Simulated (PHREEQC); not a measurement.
Consider water at 25 °C with 0.11 mol/kgw CuCl2, 0.004 mol/kgw HNO3 and 0.00031 mol/kgw H3BO3. Closed to the air; pH follows from the charge balance.

Equilibrium calculation in PHREEQC: ion-association model, phreeqc.dat.

This is a speciation only: nothing precipitates in the calculation.

### Question
Predict the pH, ionic strength, density.

### Answer
pH 2.50; ionic strength 0.302 mol/kgw; density 1.011 g/cm³.

### Question
In which forms is Cu present?

### Answer
Cu+2 86 %, CuCl+ 14 %, CuCl2 0.7 % of the Cu.

Species that the database lacks are ignored.
